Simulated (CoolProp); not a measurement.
Properties of normal hydrogen along the isotherm 28.6 K.

Model: reference Helmholtz-energy equation of state, Leachman 2009, in CoolProp.

```csv
p (MPa),phase,speed of sound (m/s),viscosity (µPa s)
0.13,gas,434.0,[?]
0.259,gas,423.6,1.47
0.389,gas,411.6,1.49
0.519,gas,397.0,1.52
0.778,liquid,[?],[?]
0.907,liquid,[?],7.55
1.04,liquid,858.3,7.71
1.17,liquid,874.8,7.85
1.3,liquid,[?],7.99
1.43,liquid,904.6,8.12
1.56,liquid,918.2,8.25
1.69,liquid,931.2,8.38
1.81,liquid,942.6,8.49
1.94,liquid,954.4,8.61
```

### Question
Complete the blanks.

### Answer

- 0.13, viscosity (µPa s): 1.46
- 0.778, speed of sound (m/s): 820.7
- 0.778, viscosity (µPa s): 7.39
- 0.907, speed of sound (m/s): 840.1
- 1.3, speed of sound (m/s): 890.1

Viscosity comes from a separate model (Muzny 2013).
